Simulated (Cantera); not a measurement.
An adiabatic, constant-volume homogeneous reactor starts with CH₄ : CO : O₂ : N₂ : H₂O = 1 : 0.58 : 5.72 : 21.5 : 3.5 (molar parts), equivalence ratio 0.40, at 1223 K and 1.38 atm. Integrator tolerance rtol = 1e-08.

Detailed kinetics in Cantera: GRI-Mech 3.0 (53 species, 325 reactions).

### Question
What does this change do: CH4 1 to 0.76 parts?

### Answer
| quantity | before | after |
|---|---|---|
| time of steepest temperature rise | 17.0 ms | 13.5 ms |
| temperature at 4.00 s | 2155 K | 2002 K |
| equilibrium temperature | 2155 K | 2001 K |
| x(CH₄) at 4.00 s | <1e-12 (gas-phase equilibrium <1e-12) | <1e-12 (gas-phase equilibrium <1e-12) |
| x(CO) at 4.00 s | 0.000430 (gas-phase equilibrium 0.000430) | 0.000109 (gas-phase equilibrium 0.000108) |
| x(O₂) at 4.00 s | 0.103 (gas-phase equilibrium 0.103) | 0.120 (gas-phase equilibrium 0.120) |
| x(H₂O₂) at 4.00 s | 2.54e-7 (gas-phase equilibrium 2.54e-7) | 1.53e-7 (gas-phase equilibrium 1.53e-7) |
| x(H₂) at 4.00 s | 0.000291 (gas-phase equilibrium 0.000291) | 8.88e-5 (gas-phase equilibrium 8.81e-5) |
| x(C₂H) at 4.00 s | <1e-12 (gas-phase equilibrium <1e-12) | <1e-12 (gas-phase equilibrium <1e-12) |

### Question
What does this change do: 2.3 parts H2 added?

### Answer
| quantity | before | after |
|---|---|---|
| time of steepest temperature rise | 17.0 ms | 0.195 ms |
| temperature at 4.00 s | 2155 K | 2490 K |
| equilibrium temperature | 2155 K | 2490 K |
| x(CH₄) at 4.00 s | <1e-12 (gas-phase equilibrium <1e-12) | <1e-12 (gas-phase equilibrium <1e-12) |
| x(CO) at 4.00 s | 0.000430 (gas-phase equilibrium 0.000430) | 0.00370 (gas-phase equilibrium 0.00370) |
| x(O₂) at 4.00 s | 0.103 (gas-phase equilibrium 0.103) | 0.0622 (gas-phase equilibrium 0.0622) |
| x(H₂O₂) at 4.00 s | 2.54e-7 (gas-phase equilibrium 2.54e-7) | 6.39e-7 (gas-phase equilibrium 6.39e-7) |
| x(H₂) at 4.00 s | 0.000291 (gas-phase equilibrium 0.000291) | 0.00309 (gas-phase equilibrium 0.00309) |
| x(C₂H) at 4.00 s | <1e-12 (gas-phase equilibrium <1e-12) | <1e-12 (gas-phase equilibrium <1e-12) |
